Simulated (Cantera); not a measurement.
Cantera run:

```python
import numpy as np
import cantera as ct

gas_names = """
    F F2 H HF H2 H2F2 H3F3 H4F4 H5F5 H6F6 H7F7 Pb PbF PbF2 PbF4 Pb2
""".split()
cond_names = """
    Pb(cr) Pb(L) PbF2(a) PbF2(b) PbF2(L)
""".split()


# ... load() reads the species with a 1 bar reference pressure and builds the phases ...
atoms = {
    'PbF2': {'Pb': 1, 'F': 2},
    'H2': {'H': 2},
}
top_T = {}  # K; cautious upper limits of use, not melting points


# ... equilibrate(T, P, feed) seeds the gas with the atoms and calls Mixture.equilibrate('TP', solver="vcs", rtol=1e-11, max_steps=5000) ...
results = []
feed = {'PbF2': 1, 'H2': 8.8}  # mol
P = 8  # Pa
for T in [925, 1025, 1125, 1225, 1325, 1425, 1525, 1625, 1725, 1825, 1925, 2025]:
    mix = equilibrate(T, P, feed)
    results.append((T, P, feed, dict(zip(mix.species_names, mix.species_moles))))
    x = sorted(zip(gas.X, gas.species_names), reverse=True)
    print(f"T = {T:g} K  P = {P:g} Pa  gas = {mix.phase_moles(0):.4g} mol")
    print("   x: " + "  ".join(f"{s} {v:.3e}" for v, s in x if v > 1e-06))
    print("   condensed (mol): " + ("  ".join(f"{mix.phase(i).name} {mix.phase_moles(i):.4g}"
          for i in range(1, mix.n_phases) if mix.phase_moles(i) > 1e-12) or "none"))
```

It prints:

```
T = 925 K  P = 8 Pa  gas = 10.14 mol
   x: H2 7.693e-01  HF 1.973e-01  Pb 3.340e-02  PbF 1.717e-06
   condensed (mol): Pb(L) 0.6614
T = 1025 K  P = 8 Pa  gas = 10.8 mol
   x: H2 7.222e-01  HF 1.852e-01  Pb 9.259e-02  PbF 4.488e-06
   condensed (mol): none
T = 1125 K  P = 8 Pa  gas = 10.8 mol
   x: H2 7.222e-01  HF 1.852e-01  Pb 9.259e-02  PbF 4.396e-06  H 4.222e-06
   condensed (mol): none
T = 1225 K  P = 8 Pa  gas = 10.8 mol
   x: H2 7.222e-01  HF 1.852e-01  Pb 9.259e-02  H 2.961e-05  PbF 4.325e-06
   condensed (mol): none
T = 1325 K  P = 8 Pa  gas = 10.8 mol
   x: H2 7.221e-01  HF 1.852e-01  Pb 9.258e-02  H 1.554e-04  PbF 4.270e-06
   condensed (mol): none
T = 1425 K  P = 8 Pa  gas = 10.8 mol
   x: H2 7.217e-01  HF 1.851e-01  Pb 9.256e-02  H 6.479e-04  PbF 4.226e-06
   condensed (mol): none
T = 1525 K  P = 8 Pa  gas = 10.81 mol
   x: H2 7.203e-01  HF 1.850e-01  Pb 9.248e-02  H 2.245e-03  PbF 4.187e-06
   condensed (mol): none
T = 1625 K  P = 8 Pa  gas = 10.84 mol
   x: H2 7.165e-01  HF 1.846e-01  Pb 9.228e-02  H 6.677e-03  PbF 4.148e-06
   condensed (mol): none
T = 1725 K  P = 8 Pa  gas = 10.9 mol
   x: H2 7.072e-01  HF 1.836e-01  Pb 9.178e-02  H 1.746e-02  PbF 4.103e-06
   condensed (mol): none
T = 1825 K  P = 8 Pa  gas = 11.02 mol
   x: H2 6.871e-01  HF 1.814e-01  Pb 9.070e-02  H 4.081e-02  PbF 4.039e-06  F 2.033e-06
   condensed (mol): none
T = 1925 K  P = 8 Pa  gas = 11.29 mol
   x: H2 6.481e-01  HF 1.772e-01  Pb 8.860e-02  H 8.605e-02  F 7.049e-06  PbF 3.944e-06
   condensed (mol): none
T = 2025 K  P = 8 Pa  gas = 11.76 mol
   x: H2 5.810e-01  HF 1.700e-01  H 1.640e-01  Pb 8.499e-02  F 2.181e-05  PbF 3.808e-06
   condensed (mol): none
```

Equilibrium computed with Cantera from the NASA thermochemical tables; the gas is ideal and each condensed phase is pure.
